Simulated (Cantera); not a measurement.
# Ammonia decomposition in nitride growth gas

An isothermal, constant-pressure homogeneous reactor starts with NH3 : H2 = 1 : 12 (molar parts), at 1825 K and 750 Torr.

Detailed kinetics in Cantera: the gas-phase N/H chemistry of the illustrative SiF4/NH3 mechanism in the Surface Chemkin manual (1991). Walls and surfaces, which speed up NH3 decomposition in real reactors, are not modelled.

| t (s) | x NH3 | x H2 | x N2H2 | x NH2 | x N2 | x NH |
|---|---|---|---|---|---|---|
| 0.000200 | 0.0769 | 0.923 | 3.80e-10 | 7.94e-6 | 1.05e-8 | 1.37e-8 |
| 0.000843 | 0.0769 | 0.923 | 8.35e-9 | 3.17e-5 | 1.50e-6 | 2.19e-7 |
| 0.00356 | 0.0767 | 0.923 | 5.53e-8 | 6.94e-5 | 7.84e-5 | 1.05e-6 |
| 0.0150 | 0.0756 | 0.923 | 5.77e-8 | 7.04e-5 | 0.000596 | 1.10e-6 |
| 0.0632 | 0.0711 | 0.926 | 5.25e-8 | 6.70e-5 | 0.00266 | 1.06e-6 |
| 0.267 | 0.0562 | 0.934 | 3.62e-8 | 5.53e-5 | 0.00959 | 9.10e-7 |
| 1.12 | 0.0271 | 0.949 | 1.08e-8 | 2.95e-5 | 0.0231 | 5.41e-7 |
| 4.74 | 0.00703 | 0.960 | 9.06e-10 | 8.40e-6 | 0.0324 | 1.69e-7 |
| 20.0 | 0.00156 | 0.963 | 4.71e-11 | 1.91e-6 | 0.0350 | 3.92e-8 |
x: mole fraction; the columns are a selection and need not sum to one.

Equilibrium at this temperature and pressure: NH3 4.92e-6, H2 0.964, N2H2 <1e-12, NH2 6.02e-9, N2 0.0357, NH 1.24e-10 (gas phase only).
